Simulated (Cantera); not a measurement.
Charge: 1 mol B2O3, 3 mol O2, 15 mol N2, equilibrated at 1673.15 K and 1.40 mbar.

Cantera equilibrium calculation (NASA polynomials, part measured and part estimated; ideal gas, pure solids and liquids). Candidate condensed phases: B, BN, B2O3; 17 gas species. Rates play no part.

Base state: N2 0.787, O2 0.155, B2O3 0.0499, BO2 0.00525, NO 0.00225, O 0.000352 (mole fractions); condensed: gas only.

Problem. What changes in the equilibrium state with this change: pressure from 1.40 mbar to 10.0 mbar?

Solution. 
| species | before | after |
|---|---|---|
| N2 | 0.787 | 0.788 |
| O2 | 0.155 | 0.156 |
| B2O3 | 0.0499 | 0.0509 |
| BO2 | 0.00525 | 0.00325 |
| O | 0.000352 | 0.000132 |
| NO | 0.00225 | 0.00225 |
| B2O3(l), mol | 0 | 0.000215 |
